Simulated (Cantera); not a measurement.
A perfectly stirred reactor is fed with C₂H₆ : N₂ = 1 : 3.3 (molar parts), at 1.28 atm; it is held at 1375 K, and followed from long to short residence time.

Computed with Cantera and GRI-Mech 3.0 (53 species, 325 reactions). GRI-Mech 3.0 stops at C3 and has no aromatics, soot or wall deposition, so with more carbon than oxygen in the feed, carbon stays in small species such as C2H2 where larger ones or solid carbon would form.

**Question.** What does this change do: pressure from 1.28 atm to 0.00188 atm?

**Answer.** 
| quantity | before | after |
|---|---|---|
| x(C₂H₆) at τ = 13.0 s | 0.000242 | 0.000812 |
| x(HCN) at τ = 13.0 s | 8.23e-10 | 1.28e-7 |
| x(C₂H₂) at τ = 13.0 s | 0.102 | 0.132 |
| x(CH₄) at τ = 13.0 s | 0.0976 | 0.0603 |
| x(H) at τ = 13.0 s | 1.82e-6 | 0.000141 |
| x(C₂H₆) at τ = 56.0 ms | 0.00419 | 0.0947 |
| x(HCN) at τ = 56.0 ms | 3.07e-10 | 1.75e-8 |
| x(C₂H₂) at τ = 56.0 ms | 0.0900 | 0.0142 |
| x(CH₄) at τ = 56.0 ms | 0.0541 | 0.0513 |
| x(H) at τ = 56.0 ms | 1.11e-5 | 0.000148 |
Radical loss at walls, strong at low pressure, is not modelled.

**Question.** What does this change do: C2H6 1 to 0.55 parts?

**Answer.** 
| quantity | before | after |
|---|---|---|
| x(C₂H₆) at τ = 13.0 s | 0.000242 | 0.000127 |
| x(HCN) at τ = 13.0 s | 8.23e-10 | 9.73e-10 |
| x(C₂H₂) at τ = 13.0 s | 0.102 | 0.0752 |
| x(CH₄) at τ = 13.0 s | 0.0976 | 0.0573 |
| x(H) at τ = 13.0 s | 1.82e-6 | 1.65e-6 |
| x(C₂H₆) at τ = 56.0 ms | 0.00419 | 0.00283 |
| x(HCN) at τ = 56.0 ms | 3.07e-10 | 5.39e-10 |
| x(C₂H₂) at τ = 56.0 ms | 0.0900 | 0.0662 |
| x(CH₄) at τ = 56.0 ms | 0.0541 | 0.0336 |
| x(H) at τ = 56.0 ms | 1.11e-5 | 1.04e-5 |
